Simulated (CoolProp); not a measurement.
Saturation properties of n-butane (Tc = 425.1 K, pc = 3.796 MPa, ω = 0.201).

Values from CoolProp's reference Helmholtz-energy equation of state, Bücker 2006.

| T (K) | p (MPa) | liquid density (kg/m³) | liquid cp (kJ/(kg K)) | vapour Z |
|---|---|---|---|---|
| 281.8 | 0.1416 | 591.3 | 2.354 | 0.9480 |
| 292.7 | 0.2046 | 579.1 | 2.410 | 0.9327 |
| 303.6 | 0.2873 | 566.4 | 2.472 | 0.9150 |
| 314.5 | 0.3930 | 553.3 | 2.540 | 0.8945 |
| 325.3 | 0.5242 | 539.6 | 2.614 | 0.8713 |
| 336.2 | 0.6872 | 525.0 | 2.697 | 0.8448 |
| 347.1 | 0.8851 | 509.5 | 2.792 | 0.8149 |
| 358 | 1.122 | 492.8 | 2.903 | 0.7811 |
| 368.8 | 1.401 | 474.9 | 3.038 | 0.7431 |

It boils at 272.7 K under 1 atm.
